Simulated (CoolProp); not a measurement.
A simple Rankine cycle with R1132(E): condensing at 292.15 K, boiler at 3.63 MPa, turbine inlet 336.7 K, turbine efficiency 0.65, pump efficiency 0.6, no recuperator. Each further row changes one setting.

Computed with CoolProp (reference Helmholtz-energy equation of state, Akasaka 2024).

| case | thermal efficiency (%) | net work (kJ/kg) | heat in (kJ/kg) | turbine exit temperature (K) | volume ratio over the turbine |
|---|---|---|---|---|---|
| as stated | 5.6 | 12.9 | 230 | 292.2 | 2.76 |
| turbine inlet 356.7 K | … | 16.3 | 265 | 312.2 | 2.61 |
| condensing temperature 284.15 K | 6.8 | 16.6 | 244 | 284.2 | 3.47 |
| boiler pressure 2.54 MPa | … | 10.6 | 257 | 310.5 | 1.80 |
| turbine efficiency 0.55 | … | 10.3 | 230 | 292.2 | … |

Q: Some entries are withheld; supply them.

A: 
- turbine inlet 356.7 K, thermal efficiency (%): 6.2
- boiler pressure 2.54 MPa, thermal efficiency (%): 4.1
- turbine efficiency 0.55, thermal efficiency (%): 4.5
- turbine efficiency 0.55, volume ratio over the turbine: 2.79

The expansion ends wet for: as stated; condensing temperature 284.15 K; turbine efficiency 0.55.
